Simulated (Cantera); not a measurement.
## Pyrogenic steam for wet oxidation

An isothermal, constant-pressure homogeneous reactor starts with H2 : O2 : N2 = 1.4 : 0.14 : 0.62 (molar parts), equivalence ratio 5.0, at 1400 K and 750 Torr.

Computed with Cantera and the H2/O2 subset of GRI-Mech 3.0, which has no nitrogen chemistry. The temperature is held fixed by assumption; the heat of reaction is taken as removed at once.

| t (s) | x H2 | x O2 | x H | x H2O2 | x HO2 | x OH |
|---|---|---|---|---|---|---|
| 0.000500 | 0.549 | 5.76e-8 | 0.00731 | 1.59e-9 | 1.12e-10 | 3.65e-5 |
| 0.00119 | 0.552 | 1.04e-8 | 0.00304 | 5.02e-10 | 2.84e-11 | 1.51e-5 |
| 0.00284 | 0.553 | 1.92e-9 | 0.00127 | 1.33e-10 | 6.73e-12 | 6.30e-6 |
| 0.00677 | 0.554 | 3.51e-10 | 0.000530 | 2.99e-11 | 1.41e-12 | 2.63e-6 |
| 0.0161 | 0.554 | 6.30e-11 | 0.000222 | 5.94e-12 | <1e-12 | 1.10e-6 |
| 0.0384 | 0.554 | 1.11e-11 | 9.31e-5 | 1.11e-12 | <1e-12 | 4.62e-7 |
| 0.0916 | 0.554 | 1.91e-12 | 3.91e-5 | <1e-12 | <1e-12 | 1.94e-7 |
| 0.218 | 0.554 | <1e-12 | 1.66e-5 | <1e-12 | <1e-12 | 8.27e-8 |
| 0.520 | 0.554 | <1e-12 | 7.50e-6 | <1e-12 | <1e-12 | 3.73e-8 |
| 1.24 | 0.554 | <1e-12 | 4.28e-6 | <1e-12 | <1e-12 | 2.12e-8 |
| 2.96 | 0.554 | <1e-12 | 3.66e-6 | <1e-12 | <1e-12 | 1.82e-8 |
| 7.04 | 0.554 | <1e-12 | 3.65e-6 | <1e-12 | <1e-12 | 1.81e-8 |
| 16.8 | 0.554 | <1e-12 | 3.65e-6 | <1e-12 | <1e-12 | 1.81e-8 |
| 40.0 | 0.554 | <1e-12 | 3.65e-6 | <1e-12 | <1e-12 | 1.81e-8 |
x: mole fraction; the columns are a selection and need not sum to one.

Equilibrium at this temperature and pressure: H2 0.554, O2 <1e-12, H 3.65e-6, H2O2 <1e-12, HO2 <1e-12, OH 1.81e-8 (gas phase only).
